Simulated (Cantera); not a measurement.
A closed system holds: 1 mol SiC, 0.023 mol Si, 0.49 mol H2, equilibrated at 2200 K and 10.0 mbar.

Method: chemical equilibrium by Gibbs-energy minimisation in Cantera with the NASA 1993 tables (ideal gas, pure condensed phases). Candidate condensed phases: C, C6H6, C7H8, C8H18, Si, SiC; 87 gas species. Mutual solubility and eutectic melting of coexisting phases are not modelled. Gases not in the tables: Si2H6 and higher silanes. Rates play no part.

Base state: H2 0.905, H 0.0536, Si 0.0369, Si2C 0.00216, SiH 0.00155, Si2 0.000590, SiH2 0.000270, Si3 0.000115 (mole fractions); condensed: Si(l) + SiC(s).

Task: What changes in the equilibrium state with this change: temperature from 2200 K to 1598 K?

Result: 
```tsv
species	before	after
H2	0.905	0.999
H	0.0536	0.000532
Si	0.0369	9.35e-6
Si2C	0.00216	2.93e-8
SiC2	4.08e-5	<1e-9
Si2	0.000590	2.30e-8
Si3	0.000115	5.02e-9
C2H2 (acetylene)	2.67e-5	2.93e-9
Si(l), mol	0.000782	0
SiC(s), mol	0.999	1.00
Si(s), mol	0	0.0230
```

Task: What changes in the equilibrium state with this change: temperature from 2200 K to 1748 K?

Result: 
```json
[
 {"species": "H2", "before": "0.905", "after": "0.998"},
 {"species": "H", "before": "0.0536", "after": "0.00228"},
 {"species": "Si", "before": "0.0369", "after": "0.000146"},
 {"species": "SiC2", "before": "4.08e-5", "after": "<1e-9"},
 {"species": "Si2C", "before": "0.00216", "after": "1.16e-6"},
 {"species": "Si2", "before": "0.000590", "after": "7.48e-7"},
 {"species": "Si(l), mol", "before": "0.000782", "after": "0.0229"},
 {"species": "SiC(s), mol", "before": "0.999", "after": "1.000"}
]
```
